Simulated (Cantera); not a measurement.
Input: 1 mol Si, a varied amount of NF3, 3.4 mol N2, at 377 °C and 7.50 Torr.

Equilibrium computed with Cantera from the NASA thermochemical tables; the gas is ideal and each condensed phase is pure. Candidate condensed phases: Si, Si3N4; 16 gas species. Equilibrium is a limit: real reactors are often held back by kinetics, nucleation or transport.

Problem. What share of the Si ends up in condensed phases as a function of n(NF3) (mol), at 0.78, 1, 1.3, 1.7, 2.2, 2.9, 3.8, 4.9?

Solution. 
```
n(NF3) (mol)  Si condensed (%)        as
------------  ----------------  --------
0.78                      41.5  Si3N4(s)
1                         25.0  Si3N4(s)
1.3                        2.5  Si3N4(s)
1.7                        0.0         -
2.2                        0.0         -
2.9                        0.0         -
3.8                        0.0         -
4.9                        0.0         -
```
